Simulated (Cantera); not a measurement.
Feed: 1 mol Si3N4, 0.45 mol CO2, 2.5 mol N2, equilibrated at 1552 °C and 0.133 bar.

Method: chemical equilibrium by Gibbs-energy minimisation in Cantera with the NASA 1993 tables (ideal gas, pure condensed phases). Candidate condensed phases: C, Si, SiC, SiO2, Si2N2O, Si3N4; 34 gas species. Mutual solubility and eutectic melting of coexisting phases are not modelled. Kinetics and transport are ignored.

Base state: N2 0.994, CO 0.00445, SiO 0.00168 (mole fractions); condensed: SiC(s) + Si2N2O(s) + Si3N4(s).

Problem. What changes in the equilibrium state with this change: temperature from 1552 °C to 700 °C?

Solution. 
```
species            before  after
----------------  -------  -----
N2                  0.994   1.00
CO                0.00445  <1e-9
SiO               0.00168  <1e-9
SiC(s), mol         0.436      0
Si2N2O(s), mol      0.881  0.900
Si3N4(s), mol       0.266  0.400
C(graphite), mol        0  0.450
```

Problem. What changes in the equilibrium state with this change: CO2 from 0.45 to 4.6 mol?

Solution. 
```
species                before    after
--------------------  -------  -------
CO                    0.00445    0.496
N2                      0.994    0.452
SiO                   0.00168   0.0518
CO2                   1.35e-9  6.51e-5
SiC(s), mol             0.436        0
Si2N2O(s), mol          0.881    0.307
Si3N4(s), mol           0.266        0
SiO2(condensed), mol        0     1.91
```
The tables hold silica as quartz up to 1696 K and as liquid above; real silica turns to tridymite and cristobalite and melts near 1996 K.
